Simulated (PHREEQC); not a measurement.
Consider water at 60 °C with 0.56 mol K2CO3 per kg of water. Closed to the air; pH follows from the charge balance.

Equilibrium calculation in PHREEQC: Pitzer model, pitzer.dat.

Problem. The ionic strength comes out as 1.67 mol/kgw. What activity coefficients do CO3-2, K+, OH-, HCO3- get?

Solution. CO3-2 0.14, K+ 0.53, OH- 0.80, HCO3- 0.58. Single-ion values are on the MacInnes scale.

Precipitation was switched off in this run. In brines, pH and single-ion activities rest on the MacInnes convention. Away from 25 °C the constants follow the database's enthalpies or fits; those with neither stay at their 25 °C values.
